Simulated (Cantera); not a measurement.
Thermodynamics of nitride etching, feed Si₃N₄ + H₂ + HCl

Input: 1 mol Si₃N₄, 200 mol H₂, 28 mol HCl, held at 848 K.

These are equilibrium values from Cantera (NASA tables, ideal gas, pure condensed phases), not measurements of a reactor. Candidate condensed phases: NH₄Cl, Si, Si₃N₄; 28 gas species. Kinetics and transport are ignored.

```csv
P (Pa),x H₂,x HCl,x SiCl₄,x N₂,x NH₃,x SiHCl₃,x SiCl₃,x SiCl₂,n Si₃N₄(s)
1,0.879,0.120,0.000638,0.000435,3.25e-10,7.56e-6,4.40e-6,2.19e-6,0.950
5.20,0.879,0.119,0.000872,0.000590,1.97e-9,1.04e-5,2.66e-6,5.86e-7,0.933
27,0.880,0.118,0.00118,0.000799,1.19e-8,1.43e-5,1.60e-6,1.56e-7,0.909
140,0.881,0.116,0.00159,0.00107,7.16e-8,1.95e-5,9.58e-7,4.17e-8,0.878
720,0.882,0.114,0.00211,0.00142,4.25e-7,2.63e-5,5.71e-7,1.12e-8,0.838
3700,0.884,0.112,0.00276,0.00186,2.51e-6,3.54e-5,3.38e-7,2.99e-9,0.788
19000,0.885,0.109,0.00356,0.00240,1.47e-5,4.71e-5,1.98e-7,7.98e-10,0.726
100000,0.888,0.105,0.00455,0.00303,8.70e-5,6.26e-5,1.15e-7,2.09e-10,0.650
```
x: gas mole fraction; n: condensed amount in mol.

From 1.00e-5 bar to 1.00 bar the condensed part is Si₃N₄(s). The main Si-bearing gas is SiCl₄ throughout. The share of Si in condensed phases is highest at 1.00e-5 bar (95.0 %) and lowest at 1.00 bar (65.0 %).
